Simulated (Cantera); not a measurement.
Charge: 1 mol SiC, 0.039 mol N₂O, 3.6 mol N₂, at 10.0 mbar.

Cantera equilibrium calculation (NASA polynomials, part measured and part estimated; ideal gas, pure solids and liquids). Candidate condensed phases: C, Si, SiC, SiO₂, Si₂N₂O, Si₃N₄; 34 gas species. Mutual solubility and eutectic melting of coexisting phases are not modelled. The numbers say what is thermodynamically allowed, not how fast it happens. All values below are at 1600 K.

Base state: N₂ 0.993, CO 0.00695, SiO 0.000490 (mole fractions); condensed: SiC(s) + Si₂N₂O(s).

Problem. What changes in the equilibrium state with this change: SiC replaced by Si₃N₄?

Solution. 
```
species           before     after
--------------  --------  --------
N₂                 0.993     1.000
SiO             0.000490  0.000261
CO               0.00695         0
SiC(s), mol        0.975         0
Si₂N₂O(s), mol    0.0118    0.0380
Si₃N₄(s), mol          0     0.974
```
